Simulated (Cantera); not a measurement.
An adiabatic, constant-volume homogeneous reactor starts with CO : H₂ : CH₄ : O₂ : N₂ = 1 : 0.1 : 0.88 : 6.08 : 22.9 (molar parts), at 1523 K and 1.00 bar. Integrator tolerance rtol = 1e-08.

Cantera simulation using GRI-Mech 3.0 (53 species, 325 reactions); the numbers are that mechanism's predictions, not measurements.

**Question.** What does this change do: constant pressure in place of constant volume?

**Answer.** 
```tsv
quantity	before	after
time of steepest temperature rise	0.390 ms	0.399 ms
temperature at 0.500 s	2461 K	2310 K
equilibrium temperature	2461 K	2310 K
x(CO) at 0.500 s	0.00403 (gas-phase equilibrium 0.00403)	0.00216 (gas-phase equilibrium 0.00216)
x(H₂) at 0.500 s	0.000649 (gas-phase equilibrium 0.000649)	0.000375 (gas-phase equilibrium 0.000375)
x(CH₄) at 0.500 s	<1e-12 (gas-phase equilibrium <1e-12)	<1e-12 (gas-phase equilibrium <1e-12)
x(NO) at 0.500 s	0.0154 (gas-phase equilibrium 0.0154)	0.0117 (gas-phase equilibrium 0.0117)
x(CH₂CO) at 0.500 s	<1e-12 (gas-phase equilibrium <1e-12)	<1e-12 (gas-phase equilibrium <1e-12)
```

**Question.** What does this change do: pressure from 1.00 bar to 0.380 bar?

**Answer.** 
| quantity | before | after |
|---|---|---|
| time of steepest temperature rise | 0.390 ms | 0.922 ms |
| temperature at 0.500 s | 2461 K | 2430 K |
| equilibrium temperature | 2461 K | 2430 K |
| x(CO) at 0.500 s | 0.00403 (gas-phase equilibrium 0.00403) | 0.00540 (gas-phase equilibrium 0.00540) |
| x(H₂) at 0.500 s | 0.000649 (gas-phase equilibrium 0.000649) | 0.000891 (gas-phase equilibrium 0.000891) |
| x(CH₄) at 0.500 s | <1e-12 (gas-phase equilibrium <1e-12) | <1e-12 (gas-phase equilibrium <1e-12) |
| x(NO) at 0.500 s | 0.0154 (gas-phase equilibrium 0.0154) | 0.0146 (gas-phase equilibrium 0.0146) |
| x(CH₂CO) at 0.500 s | <1e-12 (gas-phase equilibrium <1e-12) | <1e-12 (gas-phase equilibrium <1e-12) |
